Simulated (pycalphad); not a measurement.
Effect of Mn content in Ti-Mn-Si

Source of the numbers: pycalphad with the COST 507 light-alloy database (1999); pressure 1 atm. These are 1990s assessments: newer ones move some temperatures and phases. The system is extrapolated from its subsystems; higher-order compounds may be missing. Amounts are mole fractions of atoms.

```tsv
alloy	liquidus (°C)	first solid	solidus (°C)	phases at 902 °C
Ti-0.3563Mn-0.2821Si (wt.%)	1655	BCC_A2	1594	BCC_A2 1.00
Ti-0.7123Mn-0.2819Si (wt.%)	?	BCC_A2	?	BCC_A2 1.00
Ti-1.423Mn-0.2817Si (wt.%)	1643	BCC_A2	1569	BCC_A2 1.00
Ti-4.255Mn-0.2806Si (wt.%)	1611	BCC_A2	1507	BCC_A2 1.00
```

Problem. Complete the blanks.

Solution. 
- Ti-0.7123Mn-0.2819Si (wt.%), liquidus (°C): 1651
- Ti-0.7123Mn-0.2819Si (wt.%), solidus (°C): 1585

BCC_A2 is bcc.
